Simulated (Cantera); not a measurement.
A closed system holds: 1 mol ZrO₂, 0.7 mol H₂, 0.44 mol N₂, held at 1348 K and 2.60 mbar.

Method: chemical equilibrium by Gibbs-energy minimisation in Cantera with the NASA 1993 tables (ideal gas, pure condensed phases). Candidate condensed phases: H₂O, Zr, ZrN, ZrO₂; 28 gas species. The numbers say what is thermodynamically allowed, not how fast it happens.

Base state: H₂ 0.614, N₂ 0.386, H 3.56e-5 (mole fractions); condensed: ZrO₂(monoclinic).

Question: What changes in the equilibrium state with this change: temperature from 1348 K to 1900 K?

Answer: 
| species | before | after |
|---|---|---|
| H₂ | 0.614 | 0.604 |
| N₂ | 0.386 | 0.384 |
| H | 3.56e-5 | 0.0121 |
| H₂O | 1.10e-6 | 1.93e-5 |
| ZrO₂(monoclinic), mol | 1.000 | 0 |
| ZrO₂(tetragonal), mol | 0 | 1.000 |
